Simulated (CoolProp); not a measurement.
Vapour-liquid equilibrium of R124 (1) + R142b (2) at 209.8 K; x and y are mole fractions of (1).

Values from CoolProp's multi-fluid Helmholtz-energy mixture model, de Vries 1995 and Lemmon 2006; pair parameters Bell 2016.

```
x      bubble pressure (bar)  y at the bubble point  dew pressure at overall composition x (bar)  liquid density (mol/L)
-----  ---------------------  ---------------------  -------------------------------------------  ----------------------
0.05                 0.05682                  0.051                                      0.05682                   12.97
0.125                0.05689                  0.127                                      0.05689                   12.88
0.2                  0.05696                  0.203                                      0.05696                   12.79
0.275                0.05704                  0.279                                      0.05704                   12.70
0.35                 0.05715                  0.357                                      0.05714                   12.61
0.425                0.05731                  0.435                                      0.05728                   12.52
0.5                  0.05752                  0.514                                      0.05748                   12.43
0.575                0.05782                  0.593                                      0.05775                   12.34
0.65                 0.05822                  0.672                                      0.05810                   12.26
0.725                0.05874                  0.749                                      0.05856                   12.17
0.8                  0.05938                  0.824                                      0.05916                   12.08
0.875                0.06016                  0.894                                      0.05993                   12.00
0.95                 0.06107                  0.960                                      0.06092                   11.91
```

No azeotrope shows between x = 0.05 and 0.95.

Pair parameters are fitted to limited data, so mixtures are less certain than the pure fluids.
